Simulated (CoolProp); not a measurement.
Values from CoolProp's reference Helmholtz-energy equation of state, Lemmon 2006. It is a short technical equation, of lower accuracy than the large ones.

### Question
Give the vapour pressure (kPa), enthalpy of vaporisation (kJ/kg), vapour Z, surface tension (mN/m) of saturated carbon monoxide at 89.5, 99.9, 115.7 K.

### Answer
```json
[
 {"T (K)": "89.5", "p (kPa)": "228", "enthalpy of vaporisation (kJ/kg)": "203", "vapour Z": "0.927", "surface tension (mN/m)": "7.86"},
 {"T (K)": "99.9", "p (kPa)": "540", "enthalpy of vaporisation (kJ/kg)": "184", "vapour Z": "0.866", "surface tension (mN/m)": "5.74"},
 {"T (K)": "115.7", "p (kPa)": "1490", "enthalpy of vaporisation (kJ/kg)": "144", "vapour Z": "0.723", "surface tension (mN/m)": "2.71"}
]
```

Surface tension comes from a separate correlation (Mulero 2012).
